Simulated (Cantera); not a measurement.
Charge: 1 mol SO₂, equilibrated at 101000 Pa.

Equilibrium computed with Cantera from the NASA thermochemical tables; the gas is ideal and each condensed phase is pure. Candidate condensed phases: S; 17 gas species. Ions and electrons are included (thermal ionisation). The numbers say what is thermodynamically allowed, not how fast it happens.

Task: At 4000 K, list the 5 most abundant gas species with their mole fractions, and the condensed phases.

Result: O 0.437, SO 0.241, S 0.173, O₂ 0.0873, SO₂ 0.0554. Condensed: gas only.
